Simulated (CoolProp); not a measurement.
Vapour-liquid equilibrium of methanol (1) + ethanol (2) at 373 K; x and y are mole fractions of (1).

Model: multi-fluid Helmholtz-energy mixture model, de Reuck 1993 and Schroeder 2014; pair parameters Bell 2016, in CoolProp.

Give the bubble pressure and the first vapour's composition at x = 0.2, 0.5, 0.8. Is there an azeotrope?

x = 0.2: 0.2484 MPa, y = 0.274; x = 0.5: 0.2846 MPa, y = 0.598; x = 0.8: 0.3235 MPa, y = 0.860. No azeotrope shows between x = 0.05 and 0.95.

The pair parameters rest on a limited set of measurements; away from them the model extrapolates.
